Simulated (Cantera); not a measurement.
Feed: 1 mol CH₃OH, 0.062 mol CO₂, equilibrated at 2025 K and 1.00 mbar.

Method: chemical equilibrium by Gibbs-energy minimisation in Cantera with the NASA 1993 tables (ideal gas, pure condensed phases). Candidate condensed phases: C, C₆H₆, C₇H₈, C₈H₁₈, H₂O; 110 gas species. The numbers say what is thermodynamically allowed, not how fast it happens.

Base state: H₂ 0.597, CO 0.337, H 0.0470, H₂O 0.0175, CO₂ 0.00211, OH 0.000144 (mole fractions); condensed: gas only.

Q: What changes in the equilibrium state with this change: temperature from 2025 K to 2248.15 K?

A: 
```csv
species,before,after
H₂,0.597,0.501
CO,0.337,0.316
H,0.0470,0.165
H₂O,0.0175,0.0158
O,8.25e-6,0.000176
OH,0.000144,0.000777
CO₂,0.00211,0.00183
```
